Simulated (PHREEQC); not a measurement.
## Buffer: speciation

Dissolve 0.15 mol/kgw KHCO3 and 0.031 mol/kgw NaF at 90 °C. Closed to the air; pH follows from the charge balance.

Equilibrium calculation in PHREEQC: ion-association model, phreeqc.dat.

This is a speciation only: nothing precipitates in the calculation.

Question: What pH, ionic strength, specific conductance does the model give?

Answer: pH 7.73; ionic strength 0.178 mol/kgw; specific conductance 44900 µS/cm.

Question: In which forms is Na present?

Answer: Na+ 87 %, NaCO3- 9.5 %, NaHCO3 2.6 %, NaF 0.7 % of the Na.

Away from 25 °C the constants follow the database's enthalpies or fits; those with neither stay at their 25 °C values.
